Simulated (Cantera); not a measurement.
A closed system holds: 1 mol Si₃N₄, a varied amount of Cl₂, 23 mol N₂, equilibrated at 1948 K and 1.20 Pa.

Cantera equilibrium calculation (NASA polynomials, part measured and part estimated; ideal gas, pure solids and liquids). Candidate condensed phases: Si, Si₃N₄; 13 gas species. The tables' values for SiCl, SiN, SiCl₃ are old estimates; treat these amounts as uncertain. Kinetics and transport are ignored.

x: gas mole fraction; nothing condenses.

| n(Cl₂) (mol) | x N₂ | x Cl | x Si | x SiCl₂ | x SiCl | x SiN |
|---|---|---|---|---|---|---|
| 0.88 | 0.850 | 0.0479 | 0.0946 | 0.00477 | 0.00246 | 8.94e-5 |
| 1.5 | 0.826 | ? | ? | ? | 0.00346 | 7.92e-5 |
| 2.4 | 0.795 | 0.110 | 0.0718 | 0.0191 | 0.00430 | 6.56e-5 |
| 4 | 0.743 | 0.168 | 0.0519 | 0.0323 | 0.00476 | 4.59e-5 |
| 6.6 | ? | ? | ? | 0.0446 | 0.00429 | 2.56e-5 |
| 11 | 0.550 | 0.384 | 0.0148 | 0.0480 | 0.00309 | 1.12e-5 |
| 18 | 0.424 | 0.525 | 0.00692 | 0.0419 | 0.00198 | 4.62e-6 |

**Question.** What belongs in the gaps?

**Answer.** 
- 6.6, x N₂: 0.664
- 6.6, x Cl: 0.257
- 6.6, x Si: 0.0307
- 1.5, x Cl: 0.0748
- 1.5, x Si: 0.0851
- 1.5, x SiCl₂: 0.0105
